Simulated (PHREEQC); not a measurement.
**Metal-bearing waste water: speciation**

Consider water at 60 °C with 0.19 mol NiSO4 and 0.0012 mol ZnCl2 per kg of water. Closed to the air; pH follows from the charge balance.

Model: ion-association model, wateq4f.dat, run in PHREEQC.

No solid was allowed to form.

Task: What pH, ionic strength does the model give?

Result: pH 5.63; ionic strength 0.352 mol/kgw.

Task: In which forms is S present?

Result: NiSO4 53 %, SO4-2 46 % of the S.

Species that the database lacks are ignored. Constants without temperature data keep their 25 °C values here.
